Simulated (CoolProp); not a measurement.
R245ca along the isotherm 364.8 K: fugacity coefficient from the reference equation and from simpler models built on Tc = 447.6 K, pc = 3.941 MPa, ω = 0.355; each cubic takes its own stable root.

Values from CoolProp's reference Helmholtz-energy equation of state, Zhou 2016.

```json
[
 {"p (MPa)": "0.0312", "phase": "gas", "reference": "0.9943"},
 {"p (MPa)": "0.064", "phase": "gas", "reference": "0.9883"},
 {"p (MPa)": "0.131", "phase": "gas", "reference": "0.9762"},
 {"p (MPa)": "0.27", "phase": "gas", "reference": "0.9509"},
 {"p (MPa)": "0.554", "phase": "gas", "reference": "0.8995"},
 {"p (MPa)": "1.14", "phase": "liquid", "reference": "0.5855"},
 {"p (MPa)": "2.34", "phase": "liquid", "reference": "0.2981"},
 {"p (MPa)": "4.8", "phase": "liquid", "reference": "0.1589"},
 {"p (MPa)": "9.85", "phase": "liquid", "reference": "0.09277"}
]
```

### Question
How far does each simpler model (van der Waals, Redlich-Kwong, Soave-Redlich-Kwong, Peng-Robinson) lie from the reference over these 9 states: mean and median of the absolute difference, and the worst?

### Answer
- van der Waals: mean 43.0 %, median 3.7 %, worst +129.7 % at 364.8 K and 9.85 MPa
- Redlich-Kwong: mean 18.4 %, median 1.8 %, worst +44.7 % at 364.8 K and 9.85 MPa
- Soave-Redlich-Kwong: mean 1.7 %, median 0.8 %, worst +5.3 % at 364.8 K and 9.85 MPa
- Peng-Robinson: mean 0.2 %, median 0.1 %, worst -0.9 % at 364.8 K and 9.85 MPa

At some of these states van der Waals gives the other phase, because its saturation line lies elsewhere.
